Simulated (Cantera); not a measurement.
A closed system holds: 1 mol NiS, 230 mol H2, 12 mol N2, at 700 K and 0.383 Torr.

Cantera equilibrium calculation (NASA polynomials, part measured and part estimated; ideal gas, pure solids and liquids). Candidate condensed phases: Ni, NiS, NiS2, Ni3S2, Ni3S4, S; 17 gas species. Kinetics and transport are ignored.

Base state: H2 0.949, N2 0.0496, H2S 0.00138 (mole fractions); condensed: Ni3S2(s).

### Question
What changes in the equilibrium state with this change: temperature from 700 K to 1775 K?

### Answer
```json
[
 {"species": "H2", "before": "0.949", "after": "0.931"},
 {"species": "N2", "before": "0.0496", "after": "0.0490"},
 {"species": "H", "before": "<1e-9", "after": "0.0124"},
 {"species": "Ni", "before": "<1e-9", "after": "0.00399"},
 {"species": "SH", "before": "<1e-9", "after": "0.00108"},
 {"species": "S2", "before": "<1e-9", "after": "0.000751"},
 {"species": "S", "before": "<1e-9", "after": "0.000734"},
 {"species": "Ni3S2(s), mol", "before": "0.333", "after": "0"}
]
```

### Question
What changes in the equilibrium state with this change: NiS replaced by Fe3O4?

### Answer
```
species         before   after
-------------  -------  ------
H2               0.949   0.934
N2              0.0496  0.0496
H2O                  0  0.0165
H2S            0.00138       0
Ni3S2(s), mol    0.333       0
Fe(α), mol           0    3.00
```
Further candidate phases: Fe, FeO, Fe(OH)2, Fe(OH)3, Fe2O3, Fe3O4, H2O.

### Question
What changes in the equilibrium state with this change: pressure from 0.383 Torr to 750 Torr?

### Answer
| species | before | after |
|---|---|---|
| H2 | 0.949 | 0.948 |
| N2 | 0.0496 | 0.0487 |
| NH3 | 9.84e-7 | 0.00191 |
| H2S | 0.00138 | 0.00138 |
| Ni3S2(s), mol | 0.333 | 0.333 |
